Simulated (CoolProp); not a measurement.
The fluid at 277.54 K and 0.101 MPa is throttled through a valve to 0.00291 MPa with no heat exchange. The same conditions are run with several fluids, on thermodynamics alone (safety and materials aside).

Values from CoolProp's reference Helmholtz-energy equation of state of each fluid (C3F8 (R218): Lemmon 2006; R22: Kamei 1995; ammonia: Gao 2020; propylene: Lemmon 2013; methane: Setzmann 1991).

| fluid | temperature change (K) | final density (kg/m³) |
|---|---|---|
| C3F8 (R218) | -1.6 | 0.239 |
| R22 | -2.7 | 0.110 |
| ammonia | -3.8 | 0.0218 |
| propylene | -2.1 | 0.0535 |
| methane | -0.5 | 0.0203 |
